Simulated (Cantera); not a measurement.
An isothermal, constant-pressure homogeneous reactor starts with CO : O2 : H2O : N2 = 0.017 : 0.0036 : 0.00033 : 1 (molar parts), equivalence ratio 2.4, at 1300 K and 5.00 bar. Integrator tolerance rtol = 1e-08.

Computed with Cantera and GRI-Mech 3.0 (53 species, 325 reactions).

What does this change do: 0.016 parts H2 added?


```
quantity                                             before                                      after
----------------  -----------------------------------------  -----------------------------------------
x(CO) at 30.0 s     0.00950 (gas-phase equilibrium 0.00949)      0.0137 (gas-phase equilibrium 0.0135)
x(O2) at 30.0 s     1.29e-12 (gas-phase equilibrium <1e-12)      <1e-12 (gas-phase equilibrium <1e-12)
x(H2O) at 30.0 s  0.000186 (gas-phase equilibrium 0.000186)    0.00458 (gas-phase equilibrium 0.00436)
x(NO) at 30.0 s    3.74e-7 (gas-phase equilibrium 5.08e-11)  6.46e-12 (gas-phase equilibrium 1.43e-11)
x(HO2) at 30.0 s      <1e-12 (gas-phase equilibrium <1e-12)      <1e-12 (gas-phase equilibrium <1e-12)
x(N2O) at 30.0 s    2.91e-11 (gas-phase equilibrium <1e-12)      <1e-12 (gas-phase equilibrium <1e-12)
x(CO2) at 30.0 s    0.00722 (gas-phase equilibrium 0.00722)    0.00271 (gas-phase equilibrium 0.00293)
```
The hydrogen kinetics of GRI-Mech 3.0 are dated; newer H2 mechanisms differ, most at raised pressure.
